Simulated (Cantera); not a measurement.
Feed: 1 mol CH3Cl, 0.044 mol F2, equilibrated at 680 Pa.

These are equilibrium values from Cantera (NASA tables, ideal gas, pure condensed phases), not measurements of a reactor. Candidate condensed phases: C, C6H6, C7H8, C8H18; 118 gas species. Kinetics and transport are ignored. All values below are at 1173 K.

Base state: HCl 0.489, H2 0.468, HF 0.0431, CH4 2.89e-5 (mole fractions); condensed: C(graphite).

Q: What changes in the equilibrium state with this change: F2 from 0.044 to 0.44 mol?

A: 
| species | before | after |
|---|---|---|
| HCl | 0.489 | 0.410 |
| HF | 0.0431 | 0.361 |
| H2 | 0.468 | 0.229 |
| CH4 | 2.89e-5 | 6.97e-6 |
| C(graphite), mol | 1.000 | 1.000 |
